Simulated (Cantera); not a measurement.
Input (Python, Cantera) and output of one run.

```python
import numpy as np
import cantera as ct

gas_names = """
    B BH BH2 BH3 BN B2 H H2 N NH NH2 NH3 N2 N2H2 N2H4
""".split()
cond_names = """
    B(b) B(L) BN(s)
""".split()


def load(file, names, dense=False):
    # The tables refer to 1 bar. Condensed volumes are neglected.
    table = {s.name: s for s in ct.Species.list_from_file(file)}
    out = []
    for n in names:
        d = dict(table[n].input_data)
        d["thermo"] = dict(d["thermo"], **{"reference-pressure": 1e5})
        if dense:
            d["equation-of-state"] = {"model": "constant-volume", "density": "1e6 g/cm^3"}
        out.append(ct.Species.from_dict(d))
    return out


gas = ct.Solution(thermo="ideal-gas", species=load("nasa_gas.yaml", gas_names))
cond = {s.name: ct.Solution(thermo="fixed-stoichiometry", species=[s], name=s.name)
        for s in load("nasa_condensed.yaml", cond_names, dense=True)}
atoms = {
    'borazine': {'B': 3, 'N': 3, 'H': 6},
    'H2': {'H': 2},
}
top_T = {'BN(s)': 3200}  # K; cautious upper limits of use, not melting points


def equilibrate(T, P, feed):
    n = {}
    for name, mol in feed.items():
        for a, k in atoms[name].items():
            n[a] = n.get(a, 0.0) + k * mol
    gas.TPX = T, P, n
    mass = sum(n.values()) * gas.mean_molecular_weight
    gas.equilibrate("TP")
    valid = [c for c in cond.values() if c.min_temp <= T <= top_T.get(c.name, c.max_temp)]
    mix = ct.Mixture([(gas, mass / gas.mean_molecular_weight)] + [(c, 0.0) for c in valid])
    mix.T, mix.P = T, P
    mix.equilibrate("TP", solver="vcs", rtol=1e-11, max_steps=5000)
    return mix


results = []
feed = {'borazine': 1, 'H2': 36}  # mol
P = 1000  # Pa
for T in [1325, 1375, 1425, 1475, 1525, 1575, 1625, 1675, 1725]:
    mix = equilibrate(T, P, feed)
    results.append((T, P, feed, dict(zip(mix.species_names, mix.species_moles))))
    x = sorted(zip(gas.X, gas.species_names), reverse=True)
    print(f"T = {T:g} K  P = {P:g} Pa  gas = {mix.phase_moles(0):.4g} mol")
    print("   x: " + "  ".join(f"{s} {v:.3e}" for v, s in x if v > 1e-05))
    print("   condensed (mol): " + ("  ".join(f"{mix.phase(i).name} {mix.phase_moles(i):.4g}"
          for i in range(1, mix.n_phases) if mix.phase_moles(i) > 1e-12) or "none"))
```

It prints:

```
T = 1325 K  P = 1000 Pa  gas = 39 mol
   x: H2 1.000e+00  H 1.635e-05
   condensed (mol): BN(s) 3
T = 1375 K  P = 1000 Pa  gas = 39 mol
   x: H2 1.000e+00  H 3.426e-05
   condensed (mol): BN(s) 3
T = 1425 K  P = 1000 Pa  gas = 39 mol
   x: H2 9.999e-01  H 6.821e-05
   condensed (mol): BN(s) 3
T = 1475 K  P = 1000 Pa  gas = 39 mol
   x: H2 9.999e-01  H 1.297e-04
   condensed (mol): BN(s) 3
T = 1525 K  P = 1000 Pa  gas = 39 mol
   x: H2 9.998e-01  H 2.365e-04
   condensed (mol): BN(s) 3
T = 1575 K  P = 1000 Pa  gas = 39.01 mol
   x: H2 9.996e-01  H 4.155e-04  BH2 1.443e-05
   condensed (mol): BN(s) 2.999
T = 1625 K  P = 1000 Pa  gas = 39.01 mol
   x: H2 9.992e-01  H 7.053e-04  BH2 2.894e-05  N2 1.495e-05
   condensed (mol): BN(s) 2.999
T = 1675 K  P = 1000 Pa  gas = 39.02 mol
   x: H2 9.988e-01  H 1.160e-03  BH2 4.980e-05  N2 3.555e-05
   condensed (mol): B(b) 0.0007795  BN(s) 2.997
T = 1725 K  P = 1000 Pa  gas = 39.04 mol
   x: H2 9.980e-01  H 1.855e-03  N2 1.002e-04  BH2 7.429e-05
   condensed (mol): B(b) 0.004861  BN(s) 2.992
```

Equilibrium computed with Cantera from the NASA thermochemical tables; the gas is ideal and each condensed phase is pure. The feed counts by its element totals alone. Mutual solubility and eutectic melting of coexisting phases are not modelled. The tables' values for BH2 are old estimates; treat these amounts as uncertain.
